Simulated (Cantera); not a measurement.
Input: 1 mol B₂O₃, 0.92 mol NF₃, 0.61 mol O₂, at 0.100 bar.

These are equilibrium values from Cantera (NASA tables, ideal gas, pure condensed phases), not measurements of a reactor. Candidate condensed phases: B, BN, B₂O₃; 31 gas species. The numbers say what is thermodynamically allowed, not how fast it happens.

At 1177 °C, list the 5 most abundant gas species with their mole fractions, and the condensed phases.

O₂ 0.439, BF₃ 0.230, N₂ 0.155, BOF 0.141, B₃O₃F₃ 0.0340. Condensed: B₂O₃(l).
